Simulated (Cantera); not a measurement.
Feed: 1 mol FeS₂, 0.13 mol SO₃, 0.25 mol H₂O, held at 2330 Torr.

Equilibrium computed with Cantera from the NASA thermochemical tables; the gas is ideal and each condensed phase is pure. Candidate condensed phases: Fe, FeO, Fe(OH)₂, Fe(OH)₃, FeS, FeSO₄, FeS₂, Fe₂O₃, Fe₂(SO₄)₃, Fe₃O₄, H₂O, H₂SO₄, S; 22 gas species. FeS: taken at fixed stoichiometry. Rates play no part.

Task: At 1500 K, list the 6 most abundant gas species with their mole fractions, and the condensed phases.

Result: S₂ 0.461, SO₂ 0.240, H₂O 0.211, H₂S 0.0538, S₂O 0.0182, H₂ 0.0124. Condensed: FeS(l).
